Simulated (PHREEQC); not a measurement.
PHREEQC input (ion-association model, wateq4f.dat):

```
SOLUTION_MASTER_SPECIES
  An  An-  0  An  62.0  # stands for a non-complexing anion
SOLUTION_SPECIES
  An- = An-
    -log_k 0
    -gamma 3.0 0
PHASES
  Fix_H+
    H+ = H+
    -log_k 0
SOLUTION 1
  temp 25
  units mmol/kgw
  pH 7 charge
  Cl 0.0014
  Sr 0.0007
  Na 1
  An 1
END
SELECTED_OUTPUT 1
  -reset false
  -pH true
  -pe true
  -ionic_strength true
  -water true
  -totals Cl Na Sr
  -molalities Hfo_wOH Hfo_wOH2+ Hfo_wO- Hfo_sOH Hfo_sOH2+ Hfo_sO- Hfo_sOHSr+2 Hfo_wOSr+ Hfo_wOSrOH
  -saturation_indices Halite
USER_PUNCH 1
  -headings sigma psi
  10 PUNCH EDL("sigma", "Hfo"), EDL("psi", "Hfo")
PRINT
  -reset false
USE solution 1
SURFACE 1
  Hfo_wOH 0.000191011 600 0.085
  Hfo_sOH 4.77528e-06
EQUILIBRIUM_PHASES 1
  Fix_H+ -3 HAn 10
    -force_equality true
  O2(g) -0.68 10
END
# ... the last block is repeated for the other 12 points of pH, with NaOH or the acid as the point needs
```

Selected output (columns that matter, 13 of 13 rows; pH added in front):

```
pH	mu	Na	Sr	m_Hfo_wOH	m_Hfo_wOH2+	m_Hfo_wO-	m_Hfo_sOH	m_Hfo_sOH2+	m_Hfo_sO-	m_Hfo_sOHSr+2	m_Hfo_wOSr+	si_Halite	sigma	psi
3	0.0021177	0.001	7e-07	5.9215e-05	0.00013118	6.1232e-07	1.4804e-06	3.2796e-06	1.5308e-08	1.1211e-15	1.0145e-18	-10.48	0.25322	0.23334
3.67	0.0012646	0.001	7e-07	0.00010586	8.2017e-05	3.1304e-06	2.6466e-06	2.0504e-06	7.8259e-08	5.5963e-15	1.4481e-17	-10.47	0.15299	0.2207
4.33	0.0010744	0.001	7e-07	0.00013005	5.3756e-05	7.2073e-06	3.2512e-06	1.3439e-06	1.8018e-07	4.1366e-14	2.0062e-16	-10.468	0.090274	0.1978
5	0.0010258	0.001	7e-07	0.00014102	3.8007e-05	1.1986e-05	3.5254e-06	9.5018e-07	2.9966e-07	4.1851e-13	3.113e-15	-10.467	0.050463	0.16915
5.67	0.0010113	0.001	6.9999e-07	0.00014504	2.9803e-05	1.617e-05	3.626e-06	7.4507e-07	4.0425e-07	5.4789e-12	5.3454e-14	-10.467	0.026439	0.13649
6.33	0.0010061	0.001	6.9991e-07	0.00014623	2.5774e-05	1.9006e-05	3.6557e-06	6.4434e-07	4.7515e-07	8.4933e-11	9.6605e-13	-10.467	0.013125	0.10139
7	0.0010038	0.001	6.9841e-07	0.00014655	2.3755e-05	2.0711e-05	3.6624e-06	5.9368e-07	5.176e-07	1.5714e-09	1.944e-11	-10.467	0.0059098	0.063902
7.67	0.0010025	0.001	6.6979e-07	0.00014662	2.2662e-05	2.1731e-05	3.6426e-06	5.6301e-07	5.3988e-07	2.9816e-08	3.8915e-10	-10.467	0.0019193	0.02549
8.33	0.0010042	0.0010033	3.865e-07	0.00014661	2.1659e-05	2.2735e-05	3.4282e-06	5.0645e-07	5.3161e-07	3.0902e-07	4.4834e-09	-10.466	-0.00090533	-0.012392
9	0.001013	0.001014	4.4512e-08	0.00014651	2.0495e-05	2.3994e-05	3.1684e-06	4.4321e-07	5.1888e-07	6.4479e-07	1.0683e-08	-10.461	-0.0043036	-0.050624
9.67	0.0010527	0.0010554	2.531e-09	0.00014623	1.9043e-05	2.5725e-05	3.1315e-06	4.0779e-07	5.5088e-07	6.8514e-07	1.2313e-08	-10.444	-0.010297	-0.08842
10.33	0.0012301	0.0012361	1.6467e-10	0.00014515	1.6374e-05	2.9475e-05	3.1079e-06	3.5061e-07	6.3113e-07	6.8559e-07	1.4225e-08	-10.378	-0.022696	-0.12378
11	0.0020687	0.0020829	1.6347e-11	0.00013964	1.1098e-05	4.0252e-05	2.9943e-06	2.3797e-07	8.6311e-07	6.7994e-07	1.9997e-08	-10.161	-0.053733	-0.15441
```

The oxide is taken as insoluble; below pH 4 it would dissolve.
